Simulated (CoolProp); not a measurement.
Values from CoolProp's reference Helmholtz-energy equation of state, Lemmon 2005.

**Question.** For R125, give the phase and the isothermal compressibility (1/MPa), Prandtl number at 382 K and 1.39 MPa.

**Answer.** 
- 382 K and 1.39 MPa: gas; isothermal compressibility 0.794, Prandtl number 0.774

Viscosity comes from a separate model (Huber 2006). Thermal conductivity comes from a separate model (Perkins 2006).
